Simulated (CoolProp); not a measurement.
R143a at 471.87 K and 0.291 MPa flows at 0.067 m/s in a round tube of 2 mm bore and 0.25 µm roughness, fully developed (64/Re and Nu = 3.66 if laminar; Colebrook and Gnielinski if turbulent). Each further row changes one setting.

The numbers come from the reference Helmholtz-energy equation of state, Lemmon and Jacobsen 2000 in CoolProp.

```json
[
 {"case": "as stated", "Reynolds number": "49.0", "Darcy friction factor": "1.31", "pressure drop (Pa/m)": "___", "heat-transfer coefficient (W/(m² K))": "63.0", "mass flow (kg/h)": "0.00477"},
 {"case": "velocity 0.134 m/s", "Reynolds number": "97.9", "Darcy friction factor": "0.653", "pressure drop (Pa/m)": "18.5", "heat-transfer coefficient (W/(m² K))": "63.0", "mass flow (kg/h)": "0.00953"},
 {"case": "diameter 4 mm", "Reynolds number": "97.9", "Darcy friction factor": "0.653", "pressure drop (Pa/m)": "___", "heat-transfer coefficient (W/(m² K))": "___", "mass flow (kg/h)": "0.0191"}
]
```

Question: Complete the blanks.

Answer: 
- as stated, pressure drop (Pa/m): 9.23
- diameter 4 mm, pressure drop (Pa/m): 2.31
- diameter 4 mm, heat-transfer coefficient (W/(m² K)): 31.5

Viscosity comes from a separate model (Klein 1997), an estimate that may be off by 10 % or more. Thermal conductivity comes from a separate model (McLinden 2000), an estimate that may be off by 10 % or more.
